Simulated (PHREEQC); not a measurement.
A PHREEQC input (ion-association model, phreeqc.dat):

```
SOLUTION 1
  temp 25
  units M
  pH 7.8
  pe 10.4
  Na 13.7
  K 4.22
  Ca 28.3
  Mg 6.61
  Cl 30.2
  S(6) 70.8 as SO4
  Alkalinity 15.7 as HCO3
  O(0) 0.351
  Cd 2.55
  Pb 0.22
END
USE solution 1
EQUILIBRIUM_PHASES 1
  Gypsum 0 0
  CO2(g) -2 10
END
```

It stops with these messages:

```
ERROR: Calculations terminating due to input errors.
```

The fault: a unit that the program doesn't know. The line should read `units mg/kgw` where the input has `units M`. With the mend the run ends at pH 6.20 and ionic strength 0.00409 mol/kgw.
